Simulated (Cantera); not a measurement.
## Equilibrium for roasting and sulfation: FeS + SO2 + CO2 + H2S

Charge: 1 mol FeS, 0.1 mol SO2, 0.47 mol CO2, a varied amount of H2S, held at 950 K and 10.0 Torr.

Cantera equilibrium calculation (NASA polynomials, part measured and part estimated; ideal gas, pure solids and liquids). Candidate condensed phases: C, C6H6, C7H8, C8H18, Fe, Fe(CO)5, FeO, Fe(OH)2, Fe(OH)3, FeS, FeSO4, FeS2, Fe2O3, Fe2(SO4)3, Fe3O4, H2O, H2SO4, S; 127 gas species. FeS: taken at fixed stoichiometry. Gases not in the tables: S3 to S7. Kinetics and transport are ignored.

```
n(H2S) (mol)  x H2S   x CO2   x H2O    x S2    x H2    x CO    x COS  n FeS(s)
------------  -----  ------  ------  ------  ------  ------  -------  --------
0.43          0.179   0.416   0.208   0.154  0.0164  0.0184  0.00633      1.00
0.54          0.236   0.366   0.197   0.147  0.0222  0.0230  0.00774      1.00
0.68          0.295   0.315   0.185   0.139  0.0286  0.0272  0.00892      1.00
0.86          0.355   0.266   0.171   0.131  0.0355  0.0309  0.00980      1.00
1.1           0.416   0.219   0.156   0.122  0.0430  0.0337   0.0103      1.00
1.4           0.472   0.177   0.141   0.114  0.0505  0.0354   0.0105      1.00
1.7           0.514   0.147   0.129   0.108  0.0565  0.0360   0.0104      1.00
2.2           0.564   0.113   0.113   0.100  0.0642  0.0356  0.00991      1.00
2.7           0.599  0.0899   0.102  0.0951  0.0701  0.0347  0.00938      1.00
3.4           0.634  0.0687  0.0891  0.0899  0.0764  0.0329  0.00866      1.00
4.3           0.665  0.0514  0.0773  0.0852  0.0823  0.0306  0.00783      1.00
```
x: gas mole fraction; n: condensed amount in mol.

From 0.43 mol H2S to 4.3 mol H2S the condensed part is FeS(s).
